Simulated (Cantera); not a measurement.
Feed: 1 mol Si, 7.5 mol HCl, 6 mol N2, equilibrated at 700 K.

Equilibrium computed with Cantera from the NASA thermochemical tables; the gas is ideal and each condensed phase is pure. Candidate condensed phases: NH4Cl, Si, Si3N4; 28 gas species. N2 is the only nitrogen source here; it is nearly inert below about 1500 K, so the nitride shown seldom forms there in practice. Kinetics and transport are ignored.

x: gas mole fraction; n: condensed amount in mol.

```json
[
 {"P (Pa)": "1", "x N2": "0.466", "x HCl": "0.347", "x H2": "0.125", "x SiCl4": "0.0623", "x NH3": "2.81e-9", "x SiHCl3": "4.57e-6", "x SiCl3": "2.82e-7", "n Si3N4(s)": "(withheld)"},
 {"P (Pa)": "4.20", "x N2": "0.470", "x HCl": "0.328", "x H2": "0.135", "x SiCl4": "0.0675", "x NH3": "1.34e-8", "x SiHCl3": "5.68e-6", "x SiCl3": "1.64e-7", "n Si3N4(s)": "(withheld)"},
 {"P (Pa)": "18", "x N2": "0.474", "x HCl": "0.308", "x H2": "0.145", "x SiCl4": "0.0727", "x NH3": "6.44e-8", "x SiHCl3": "7.03e-6", "x SiCl3": "9.47e-8", "n Si3N4(s)": "(withheld)"},
 {"P (Pa)": "75", "x N2": "0.478", "x HCl": "0.288", "x H2": "0.156", "x SiCl4": "0.0779", "x NH3": "2.99e-7", "x SiHCl3": "8.62e-6", "x SiCl3": "5.49e-8", "n Si3N4(s)": "(withheld)"},
 {"P (Pa)": "320", "x N2": "0.480", "x HCl": "0.280", "x H2": "0.160", "x SiCl4": "0.0800", "x NH3": "1.33e-6", "x SiHCl3": "9.34e-6", "x SiCl3": "2.84e-8", "n Si3N4(s)": "0"},
 {"P (Pa)": "1300", "x N2": "0.480", "x HCl": "0.280", "x H2": "0.160", "x SiCl4": "0.0800", "x NH3": "5.40e-6", "x SiHCl3": "9.34e-6", "x SiCl3": "1.41e-8", "n Si3N4(s)": "0"},
 {"P (Pa)": "5600", "x N2": "0.480", "x HCl": "0.280", "x H2": "0.160", "x SiCl4": "0.0800", "x NH3": "2.33e-5", "x SiHCl3": "9.34e-6", "x SiCl3": "6.80e-9", "n Si3N4(s)": "0"},
 {"P (Pa)": "24000", "x N2": "0.480", "x HCl": "0.280", "x H2": "0.160", "x SiCl4": "0.0800", "x NH3": "9.96e-5", "x SiHCl3": "9.33e-6", "x SiCl3": "3.28e-9", "n Si3N4(s)": "0"},
 {"P (Pa)": "100000", "x N2": "0.480", "x HCl": "0.280", "x H2": "0.159", "x SiCl4": "0.0800", "x NH3": "0.000413", "x SiHCl3": "9.31e-6", "x SiCl3": "1.61e-9", "n Si3N4(s)": "0"}
]
```

Question: Fill in the missing entries.

Answer: 
- 1, n Si3N4(s): 0.0723
- 4.20, n Si3N4(s): 0.0511
- 18, n Si3N4(s): 0.0295
- 75, n Si3N4(s): 0.00849
